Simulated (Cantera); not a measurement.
A perfectly stirred reactor is fed with C₃H₈ : O₂ : N₂ : CO₂ = 1 : 3.33 : 12.5 : 2.2 (molar parts), equivalence ratio 1.5, at 71000 Pa; it is adiabatic with a 525 K inlet, and is followed from long to short residence time, starting on the burning branch (τ in s: 0.033, 0.014, 0.0061, 0.0027, 0.0011, 0.00049, 0.00021, 9.2e-05, 4e-05, 1.7e-05, 7.4e-06).

Detailed kinetics in Cantera: GRI-Mech 3.0 (53 species, 325 reactions). GRI-Mech 3.0 was tuned for natural gas; its chemistry of propane as a main component is partial and can be far from experiment.

```csv
quantity,before,after
"blow-out, bracketed by the residence times tried","burning at 0.490 ms, out at 0.210 ms","burning at 2.70 ms, out at 1.10 ms"
x(C₃H₈) at τ = 33.0 ms,2.03e-6,7.23e-6
x(O₂) at τ = 33.0 ms,0.000317,0.000824
x(CO₂) at τ = 33.0 ms,0.121,0.125
x(CH₂) at τ = 33.0 ms,1.36e-6,2.41e-6
x(CH₂O) at τ = 33.0 ms,3.62e-6,1.21e-5
x(C₃H₈) at τ = 0.490 ms,0.000149,0.0525
x(O₂) at τ = 0.490 ms,0.0115,0.175
x(CO₂) at τ = 0.490 ms,0.117,0.116
x(CH₂) at τ = 0.490 ms,3.29e-5,<1e-12
x(CH₂O) at τ = 0.490 ms,0.000136,<1e-12
```

Problem. What was changed between the two runs?
A) O2 3.33 to 4.5 parts
B) C3H8 1 to 1.5 parts
C) inlet temperature 525 to 325 K
D) inlet temperature 525 to 450 K

Solution. C, inlet temperature 525 to 325 K
